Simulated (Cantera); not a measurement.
Cantera run:

```python
import numpy as np
import cantera as ct

gas_names = [...]  # 116 gases of nasa_gas.yaml made of C, H, Mg, O
cond_names = """
    C(gr) C6H6(L) C7H8(L) C8H18(L),n-octa H2O(s) H2O(L) Mg(cr) Mg(L) MgCO3(s) MgO(s) MgO(L) MgO2H2(s)
""".split()


# ... load() reads the species with a 1 bar reference pressure and builds the phases ...
atoms = {
    'MgO': {'Mg': 1, 'O': 1},
    'CH4': {'C': 1, 'H': 4},
    'CO': {'C': 1, 'O': 1},
}
top_T = {'C(gr)': 4500}  # K; cautious upper limits of use, not melting points


# ... equilibrate(T, P, feed) seeds the gas with the atoms and calls Mixture.equilibrate('TP', solver="vcs", rtol=1e-11, max_steps=5000) ...
results = []
feed = {'MgO': 1, 'CH4': 1, 'CO': 1.6}  # mol
P = 5300  # Pa
for T in [1300, 1350, 1400, 1450, 1500, 1550, 1600, 1650, 1700, 1750, 1800]:
    mix = equilibrate(T, P, feed)
    results.append((T, P, feed, dict(zip(mix.species_names, mix.species_moles))))

top = {s: max(r[3][s] / sum(r[3][g] for g in gas_names) for r in results) for s in gas_names}
cols = sorted((s for s in top if top[s] > 0.0001), key=lambda s: -top[s])[:5]
seen = [c for c in cond_names if any(r[3].get(c, 0) > 1e-12 for r in results)]
print("log10 of partial pressures in bar; condensed amounts in mol")
print(f"{'T/K':>10s}" + "".join(f"{s[:9]:>10s}" for s in cols + seen))
for T, P, feed, n in results:
    ng = sum(n[g] for g in gas_names)
    print(f"{T:10.4g}" + "".join(f"{np.log10(max(n[s] / ng * P / 1e5, 1e-99)):10.3f}" for s in cols)
          + "".join(f"{n.get(c, 0):10.4g}" for c in seen))
```

Output:

```
log10 of partial pressures in bar; condensed amounts in mol
       T/K        H2        CO        Mg         H       MgH     C(gr)    MgO(s)
      1300    -1.531    -1.628    -7.934    -6.722   -10.793         1         1
      1350    -1.531    -1.628    -7.007    -6.388    -9.837         1         1
      1400    -1.531    -1.628    -6.148    -6.079    -8.949    0.9999         1
      1450    -1.531    -1.628    -5.349    -5.790    -8.125    0.9996    0.9997
      1500    -1.531    -1.628    -4.605    -5.520    -7.357    0.9982    0.9983
      1550    -1.533    -1.628    -3.911    -5.268    -6.640    0.9915    0.9916
      1600    -1.540    -1.627    -3.261    -5.035    -5.973    0.9618    0.9619
      1650    -1.569    -1.623    -2.655    -4.826    -5.361    0.8353    0.8355
      1700    -1.689    -1.612    -2.094    -4.676    -4.841    0.2105    0.2108
      1750    -1.724    -1.609    -2.025    -4.495    -4.771         0         0
      1800    -1.724    -1.609    -2.025    -4.308    -4.755         0         0
```

These are equilibrium values from Cantera (NASA tables, ideal gas, pure condensed phases), not measurements of a reactor. The tables' values for MgH are old estimates; treat these amounts as uncertain.
